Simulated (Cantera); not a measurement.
Mixture: 10.4 % CH4, 18.8 % O2, 70.8 % N2, equivalence ratio 1.1, at 100000 Pa, adiabatic and at constant volume. Ignition delay is the time to a rise of 400 K.

Detailed kinetics in Cantera: GRI-Mech 3.0 (53 species, 325 reactions).

Problem. Predict: delay at 1123 K; delay at 1198 K; delay at 1273 K; delay at 1348 K; delay at 1423 K; apparent activation energy between 1273 and 1423 K.

Solution. 
| Property | Value |
|---|---|
| delay at 1123 K | 0.146 s |
| delay at 1198 K | 47.3 ms |
| delay at 1273 K | 16.7 ms |
| delay at 1348 K | 6.37 ms |
| delay at 1423 K | 2.62 ms |
| apparent activation energy between 1273 and 1423 K | 190 kJ/mol |
